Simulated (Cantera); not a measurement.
Cantera run:

```python
import numpy as np
import cantera as ct

gas_names = """
    H HNO HNO2 HNO3 HO2 H2 H2O H2O2 N NH NH2 NH3 NH2OH NO NO2 NO3 N2 N2H2 N2H4 N2O O OH O2 O3 Si SiH
    SiH2 SiH3 SiH4 SiN SiO SiO2 Si2 Si2N Si3
""".split()
cond_names = """
    H2O(s) H2O(L) Si(cr) Si(L) SiO2(Lqz) SiO2(hqz) SiO2(L) Si2N2O(s) Si3N4(a)
""".split()


def load(file, names, dense=False):
    # The tables refer to 1 bar. Condensed volumes are neglected.
    table = {s.name: s for s in ct.Species.list_from_file(file)}
    out = []
    for n in names:
        d = dict(table[n].input_data)
        d["thermo"] = dict(d["thermo"], **{"reference-pressure": 1e5})
        if dense:
            d["equation-of-state"] = {"model": "constant-volume", "density": "1e6 g/cm^3"}
        out.append(ct.Species.from_dict(d))
    return out


gas = ct.Solution(thermo="ideal-gas", species=load("nasa_gas.yaml", gas_names))
cond = {s.name: ct.Solution(thermo="fixed-stoichiometry", species=[s], name=s.name)
        for s in load("nasa_condensed.yaml", cond_names, dense=True)}
atoms = {
    'SiH4': {'Si': 1, 'H': 4},
    'N2O': {'N': 2, 'O': 1},
    'H2': {'H': 2},
}
top_T = {'Si2N2O(s)': 2100, 'Si3N4(a)': 2400}  # K; cautious upper limits of use, not melting points


def equilibrate(T, P, feed):
    n = {}
    for name, mol in feed.items():
        for a, k in atoms[name].items():
            n[a] = n.get(a, 0.0) + k * mol
    gas.TPX = T, P, n
    mass = sum(n.values()) * gas.mean_molecular_weight
    gas.equilibrate("TP")
    valid = [c for c in cond.values() if c.min_temp <= T <= top_T.get(c.name, c.max_temp)]
    mix = ct.Mixture([(gas, mass / gas.mean_molecular_weight)] + [(c, 0.0) for c in valid])
    mix.T, mix.P = T, P
    mix.equilibrate("TP", solver="vcs", rtol=1e-11, max_steps=5000)
    return mix


results = []
T = 550  # K
P = 58000  # Pa
for m in [3.6, 5.6, 7.5, 9.5, 11, 13, 15, 17, 19, 21, 23, 25, 27]:
    feed = {'SiH4': 1, 'N2O': 9.2, 'H2': m}  # mol
    mix = equilibrate(T, P, feed)
    results.append((T, P, feed, dict(zip(mix.species_names, mix.species_moles))))

top = {s: max(r[3][s] / sum(r[3][g] for g in gas_names) for r in results) for s in gas_names}
cols = sorted((s for s in top if top[s] > 1e-06), key=lambda s: -top[s])[:7]
seen = [c for c in cond_names if any(r[3].get(c, 0) > 1e-12 for r in results)]
print("log10 of partial pressures in bar; condensed amounts in mol")
print(f"{'n(H2)':>10s}" + "".join(f"{s[:9]:>10s}" for s in cols + seen))
for T, P, feed, n in results:
    ng = sum(n[g] for g in gas_names)
    print(f"{feed['H2']:10.4g}" + "".join(f"{np.log10(max(n[s] / ng * P / 1e5, 1e-99)):10.3f}" for s in cols)
          + "".join(f"{n.get(c, 0):10.4g}" for c in seen))
```

Result:

```
log10 of partial pressures in bar; condensed amounts in mol
     n(H2)        N2        H2       H2O        O2       NH3 SiO2(Lqz)
       3.6    -0.466   -20.483    -0.682    -1.527   -31.934         1
       5.6    -0.498    -1.864    -0.604   -38.610    -4.022         1
       7.5    -0.545    -1.156    -0.650   -40.119    -2.982         1
       9.5    -0.589    -0.929    -0.694   -40.658    -2.665         1
        11    -0.620    -0.830    -0.723   -40.916    -2.531         1
        13    -0.658    -0.739    -0.760   -41.172    -2.414         1
        15    -0.693    -0.674    -0.794   -41.369    -2.334         1
        17    -0.725    -0.625    -0.826   -41.530    -2.277         1
        19    -0.756    -0.587    -0.855   -41.666    -2.234         1
        21    -0.784    -0.556    -0.882   -41.783    -2.202         1
        23    -0.811    -0.530    -0.908   -41.887    -2.177         1
        25    -0.837    -0.508    -0.933   -41.980    -2.156         1
        27    -0.861    -0.489    -0.956   -42.063    -2.140         1
```

These are equilibrium values from Cantera (NASA tables, ideal gas, pure condensed phases), not measurements of a reactor.
